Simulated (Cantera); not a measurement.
Equilibrium for carbon deposition, reforming and gasification: toluene + CO₂

Feed: 1 mol toluene, 1.7 mol CO₂, at 100000 Pa.

These are equilibrium values from Cantera (NASA tables, ideal gas, pure condensed phases), not measurements of a reactor. Candidate condensed phases: C, C₆H₆, C₇H₈, C₈H₁₈, H₂O; 110 gas species. Rates play no part.

```csv
T (K),log p H₂,log p CO,log p H,log p C₂H₂ (acetylene),log p CH₄,n C(graphite)
1673,-0.27,-0.34,-4.08,-4.51,-3.45,5.30
1773,-0.27,-0.34,-3.68,-4.12,-3.61,5.30
1873,-0.27,-0.34,-3.32,-3.77,-3.75,5.30
1973,-0.27,-0.34,-3.00,-3.46,-3.88,5.29
2073,-0.27,-0.34,-2.71,-3.18,-3.99,5.29
2173,-0.27,-0.34,-2.45,-2.93,-4.10,5.28
2273,-0.27,-0.34,-2.21,-2.70,-4.19,5.27
2373,-0.28,-0.34,-1.99,-2.49,-4.28,5.25
2473,-0.28,-0.34,-1.79,-2.30,-4.37,5.22
2573,-0.29,-0.34,-1.61,-2.13,-4.45,5.19
2673,-0.30,-0.35,-1.44,-1.97,-4.54,5.13
2773,-0.31,-0.35,-1.29,-1.83,-4.62,5.06
```
log p: log10 of the partial pressure in bar; n: condensed amount in mol.

From 1673 K to 2773 K the condensed part is C(graphite). The main C-bearing gas is CO throughout.
